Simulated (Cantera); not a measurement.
What does this Cantera script print?

```python
import numpy as np
import cantera as ct

gas_names = """
    F FO FO2 F2 F2O H HF HOF HO2 H2 H2F2 H2O H2O2 H3F3 H4F4 H5F5 H6F6 H7F7 O OH O2 O3
""".split()
cond_names = """
    H2O(s) H2O(L)
""".split()


# ... load() reads the species with a 1 bar reference pressure and builds the phases ...
atoms = {
    'HF': {'H': 1, 'F': 1},
    'H2': {'H': 2},
    'O2': {'O': 2},
}
top_T = {}  # K; cautious upper limits of use, not melting points


# ... equilibrate(T, P, feed) seeds the gas with the atoms and calls Mixture.equilibrate('TP', solver="vcs", rtol=1e-11, max_steps=5000) ...
results = []
feed = {'HF': 1, 'H2': 1.8, 'O2': 0.089}  # mol
T = 3173.15  # K
P = 11000000  # Pa
mix = equilibrate(T, P, feed)
results.append((T, P, feed, dict(zip(mix.species_names, mix.species_moles))))
x = sorted(zip(gas.X, gas.species_names), reverse=True)
print(f"T = {T:g} K  P = {P:g} Pa  gas = {mix.phase_moles(0):.4g} mol")
print("   x: " + "  ".join(f"{s} {v:.3e}" for v, s in x if v > 0.0001))
print("   condensed (mol): " + ("  ".join(f"{mix.phase(i).name} {mix.phase_moles(i):.4g}"
      for i in range(1, mix.n_phases) if mix.phase_moles(i) > 1e-12) or "none"))
```

Output:

```
T = 3173.15 K  P = 1.1e+07 Pa  gas = 2.828 mol
   x: H2 5.647e-01  HF 3.534e-01  H2O 6.216e-02  H 1.871e-02  OH 7.758e-04
   condensed (mol): none
```

Method: chemical equilibrium by Gibbs-energy minimisation in Cantera with the NASA 1993 tables (ideal gas, pure condensed phases). The ideal-gas law is rough above about 30 bar.
